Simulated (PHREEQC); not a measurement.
# Spent oxide etchant

Dissolve 0.0012 mol NH4HF2, 0.058 mol H2SiF6, 0.00079 mol H3BO3 and 0.026 mol H2SO4 per kg of water at 20 °C. Closed to the air; pH follows from the charge balance.

Equilibrium calculation in PHREEQC: ion-association model, wateq4f.dat.

- pH = 0.94
- ionic strength = 0.207 mol/kgw
- total alkalinity = -401 meq/kg

| species | molality | activity | log γ |
|---|---|---|---|
| H+ | 0.144 | 0.115 | -0.098 |
| SiF6-2 | 0.0565 | 0.0168 | -0.527 |
| HSO4- | 0.0208 | 0.0151 | -0.138 |
| HF | 0.00815 | 0.00855 | 0.021 |
| SO4-2 | 0.00519 | 0.00151 | -0.535 |
| H4SiO4 | 0.00147 | 0.00154 | 0.021 |
| NH4+ | 0.00118 | 0.000879 | -0.127 |
| BF4- | 0.000614 | 0.000417 | -0.168 |
| H2F2 | 0.000217 | 0.000228 | 0.021 |
| H3BO3 | 0.000149 | 0.000156 | 0.021 |
| F- | 7.69e-5 | 5.43e-5 | -0.151 |
| BF3OH- | 2.39e-5 | 1.63e-5 | -0.168 |
| NH4SO4- | 2.32e-5 | 1.71e-5 | -0.132 |
| BF2(OH)2- | 3.18e-6 | 2.16e-6 | -0.168 |
| HF2- | 2.42e-6 | 1.71e-6 | -0.151 |

This is a speciation only: nothing precipitates in the calculation. The solution is supersaturated, for example in Quartz (slow to form), Chalcedony (slow to form), so a real one may precipitate; this is no full list. Species that the database lacks are ignored. SiF6-2 is the database's only silicon fluoride. Real BF4- forms and hydrolyses slowly; the run takes it at equilibrium.
